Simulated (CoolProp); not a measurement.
A simple Rankine cycle with R1336mzz(E): condensing at 302.15 K, boiler at 0.894 MPa, turbine inlet 355.6 K, turbine efficiency 0.6, pump efficiency 0.6, no recuperator. Each further row changes one setting.

Computed with CoolProp (reference Helmholtz-energy equation of state, Akasaka 2023).

```json
[
 {"case": "as stated", "thermal efficiency (%)": "6.5", "net work (kJ/kg)": "11.5", "heat in (kJ/kg)": "177", "turbine exit temperature (K)": "328.8", "volume ratio over the turbine": "4.46"},
 {"case": "turbine inlet 375.6 K", "thermal efficiency (%)": "6.5", "net work (kJ/kg)": "12.7", "heat in (kJ/kg)": "197", "turbine exit temperature (K)": "350.1", "volume ratio over the turbine": "4.30"},
 {"case": "condensing temperature 294.15 K", "thermal efficiency (%)": "7.5", "net work (kJ/kg)": "14.0", "heat in (kJ/kg)": "187", "turbine exit temperature (K)": "324.8", "volume ratio over the turbine": "5.92"},
 {"case": "boiler pressure 0.626 MPa", "thermal efficiency (%)": "5.1", "net work (kJ/kg)": "9.23", "heat in (kJ/kg)": "182", "turbine exit temperature (K)": "337.6", "volume ratio over the turbine": "2.94"},
 {"case": "turbine efficiency 0.5", "thermal efficiency (%)": "5.3", "net work (kJ/kg)": "9.46", "heat in (kJ/kg)": "177", "turbine exit temperature (K)": "331.2", "volume ratio over the turbine": "4.50"}
]
```
